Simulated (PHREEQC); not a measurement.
1 kg of water holding 150 mmol/kgw NaCl and 25 mmol/kgw Na2SO4 is evaporated at 75 °C; the solids stay in contact with the brine. The system is closed to CO2. Solids allowed: Halite, Mirabilite, Thenardite. Others were left out.

Model: Pitzer model, pitzer.dat, run in PHREEQC.

```
water left (kg)  ionic strength  water activity  Halite (mol)
---------------  --------------  --------------  ------------
1                         0.225           0.994             0
0.8219                    0.274           0.993             0
0.6755                    0.333           0.991             0
0.5552                    0.405           0.989             0
0.4563                    0.493           0.987             0
0.375                     0.600           0.984             0
0.3082                    0.730           0.981             0
0.2082                     1.08           0.972             0
0.1711                     1.31           0.965             0
0.1407                     1.60           0.958             0
0.1156                     1.95           0.948             0
0.09502                    2.37           0.936             0
0.07809                    2.88           0.921             0
0.06418                    3.51           0.902             0
0.05275                    4.27           0.878             0
0.04335                    5.19           0.848             0
0.03564                    6.31           0.811             0
0.0293                     6.93           0.776             0
0.02407                    7.45           0.737       0.00114
0.01627                    7.45           0.737        0.0494
0.01337                    7.45           0.737        0.0673
0.01099                    7.45           0.737        0.0820
0.00903                    7.45           0.737        0.0942
0.007427                   7.45           0.737         0.104
0.006093                   7.45           0.737         0.112
0.005012                   7.45           0.737         0.119
```

Thenardite from water left = 0.0293 kg; Halite from water left = 0.02407 kg.

Complexes and solids missing from the database can't appear. At this temperature some constants are extrapolated from 25 °C, and those without enthalpy data are left unchanged.
